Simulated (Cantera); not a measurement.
What does this Cantera script print?

```python
import numpy as np
import cantera as ct

gas = ct.Solution("h2o2.yaml")
gas.TPX = 900, 19000, {'H2': 1.2, 'O2': 1, 'N2': 16}
reactor = ct.IdealGasConstPressureReactor(gas, energy="off", clone=False)
net = ct.ReactorNet([reactor])
net.rtol, net.atol = 1e-08, 1e-18
show = ['H2', 'O2', 'H', 'HO2', 'OH']
times = np.geomspace(0.0001, 2, 12)

steps = ct.SolutionArray(gas, extra=["t"])
rows = []
print(f"{'t/s':>10s}{'T/K':>9s}{'P/Pa':>11s}" + "".join(f"{s:>11s}" for s in show))
for t in times:
    while net.time < t:
        t_next = net.step()
        steps.append(gas.state, t=t_next)
    rows.append([np.interp(t, steps.t, y) for y in (steps.T, steps.P, *steps(*show).X.T)])
    print(f"{t:10.3e}{rows[-1][0]:9.1f}{rows[-1][1]:11.4g}" + "".join(f"{x:11.3e}" for x in rows[-1][2:]))
rate = np.gradient(steps.T, steps.t)
print("integrator steps:", len(steps.t))
if steps.T.max() > steps.T[0] + 200:
    print(f"time of steepest temperature rise: {steps.t[rate.argmax()]:.4e} s")
gas.TPX = 900, 19000, {'H2': 1.2, 'O2': 1, 'N2': 16}
gas.equilibrate("TP")
print(f"equilibrium (TP): T = {gas.T:.1f} K  " + "  ".join(f"{s} {gas[s].X[0]:.3e}" for s in show))
```

Result:

```
       t/s      T/K       P/Pa         H2         O2          H        HO2         OH
 1.000e-04    900.0    1.9e+04  6.593e-02  5.495e-02  2.360e-12  2.625e-12  6.107e-14
 2.460e-04    900.0    1.9e+04  6.593e-02  5.495e-02  6.878e-12  7.444e-12  2.113e-13
 6.053e-04    900.0    1.9e+04  6.593e-02  5.495e-02  2.988e-11  2.807e-11  9.839e-13
 1.489e-03    900.0    1.9e+04  6.593e-02  5.495e-02  4.134e-10  3.194e-10  1.387e-11
 3.664e-03    900.0    1.9e+04  6.593e-02  5.494e-02  1.713e-07  1.250e-07  5.796e-09
 9.016e-03    900.0    1.9e+04  1.204e-02  2.912e-02  3.547e-03  7.169e-06  3.205e-04
 2.218e-02    900.0    1.9e+04  1.320e-03  2.336e-02  2.523e-05  4.641e-06  2.188e-05
 5.458e-02    900.0    1.9e+04  5.853e-04  2.301e-02  3.176e-06  3.439e-06  6.503e-06
 1.343e-01    900.0    1.9e+04  2.973e-04  2.287e-02  5.620e-07  2.488e-06  2.299e-06
 3.304e-01    900.0    1.9e+04  1.662e-04  2.281e-02  1.103e-07  1.754e-06  8.102e-07
 8.129e-01    900.0    1.9e+04  9.403e-05  2.277e-02  3.040e-08  1.191e-06  3.902e-07
 2.000e+00    900.0    1.9e+04  4.392e-05  2.275e-02  8.227e-09  6.802e-07  2.222e-07
integrator steps: 1553
equilibrium (TP): T = 900.0 K  H2 3.341e-12  O2 2.273e-02  H 4.934e-16  HO2 1.621e-11  OH 9.440e-09
```

Detailed kinetics in Cantera: the H2/O2 subset of GRI-Mech 3.0, which has no nitrogen chemistry. Below about 950 K walls govern HO2 and H2O2 in real vessels. The temperature is held fixed by assumption; the heat of reaction is taken as removed at once.
